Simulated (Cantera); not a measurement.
A closed system holds: 1 mol HMDSO, 1.3 mol N2O, held at 0.00280 bar.

Method: chemical equilibrium by Gibbs-energy minimisation in Cantera with the NASA 1993 tables (ideal gas, pure condensed phases). Candidate condensed phases: C, C6H6, C7H8, C8H18, H2O, Si, SiC, SiO2, Si2N2O, Si3N4; 151 gas species. The feed counts by its element totals alone. Mutual solubility and eutectic melting of coexisting phases are not modelled. Rates play no part.

x: gas mole fraction; n: condensed amount in mol.

```tsv
T (K)	x H2	x N2	x CO	x CH4	x H2O	x HCN	x NH3	n C(graphite)	n SiO2(α-quartz)	n Si2N2O(s)	n SiO2(β-quartz)
798	0.921	0.0756	3.50e-5	0.00330	2.22e-6	2.35e-8	2.08e-6	5.97	0.866	0.567	0
823	0.922	0.0755	7.96e-5	0.00222	2.72e-6	4.34e-8	1.62e-6	5.98	0.866	0.567	0
848	0.923	0.0754	0.000172	0.00153	3.29e-6	7.71e-8	1.29e-6	5.98	0	0.567	0.866
873	0.923	0.0753	…	…	…	…	…	5.99	0	0.568	0.864
898	0.923	0.0751	0.000705	0.000765	4.61e-6	2.21e-7	8.38e-7	5.99	0	0.569	0.862
923	0.923	0.0749	0.00135	0.000555	5.37e-6	3.58e-7	6.86e-7	5.98	0	0.571	0.858
948	0.923	0.0744	…	…	…	…	…	5.97	0	0.575	0.851
973	0.922	0.0737	0.00441	0.000306	7.08e-6	8.67e-7	4.70e-7	5.95	0	0.581	0.838
998	0.920	0.0724	0.00761	0.000231	8.00e-6	1.30e-6	3.92e-7	5.92	0	0.592	0.817
1023	0.917	0.0705	0.0127	0.000176	8.94e-6	1.89e-6	3.27e-7	5.87	0	0.608	0.783
1048	0.912	0.0674	0.0206	0.000136	9.86e-6	2.68e-6	2.72e-7	5.79	0	0.635	0.731
1073	0.905	0.0629	0.0324	0.000105	1.07e-5	3.68e-6	2.24e-7	5.68	0	0.674	0.652
1098	0.894	0.0565	0.0492	8.18e-5	1.13e-5	4.86e-6	1.81e-7	5.50	0	0.732	0.537
```

Problem. Some entries are withheld; supply them.

Solution. 
- 873, x CO: 0.000356
- 873, x CH4: 0.00107
- 873, x H2O: 3.91e-6
- 873, x HCN: 1.33e-7
- 873, x NH3: 1.03e-6
- 948, x CO: 0.00248
- 948, x CH4: 0.000409
- 948, x H2O: 6.20e-6
- 948, x HCN: 5.65e-7
- 948, x NH3: 5.66e-7
